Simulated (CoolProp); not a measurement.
Computed with CoolProp (reference Helmholtz-energy equation of state, McLinden 2015).

Problem. Give the vapour pressure (kPa), liquid density (kg/m³), vapour density (kg/m³), enthalpy of vaporisation (kJ/kg) of saturated the fluoroketone C6F12O (FK-5-1-12) at 365.1, 370.2, 390.7 K.

Solution. 
| T (K) | p (kPa) | liquid density (kg/m³) | vapour density (kg/m³) | enthalpy of vaporisation (kJ/kg) |
|---|---|---|---|---|
| 365.1 | 365 | 1370 | 45.2 | 73.6 |
| 370.2 | 416 | 1350 | 51.7 | 71.6 |
| 390.7 | 674 | 1260 | 87.2 | 62.5 |
